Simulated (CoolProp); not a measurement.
Vapour-liquid equilibrium of CHF3 (R23) (1) + R22 (2) at 243.5 K; x and y are mole fractions of (1).

Computed with CoolProp (multi-fluid Helmholtz-energy mixture model, Penoncello 2003 and Kamei 1995; pair parameters Bell 2016).

Problem. Give the bubble pressure and the first vapour's composition at x = 0.125, 0.275, 0.575. Is there an azeotrope?

Solution. x = 0.125: 2.914 bar, y = 0.478; x = 0.275: 4.318 bar, y = 0.691; x = 0.575: 6.802 bar, y = 0.865. No azeotrope shows between x = 0.05 and 0.95.

Pair parameters are fitted to limited data, so mixtures are less certain than the pure fluids.
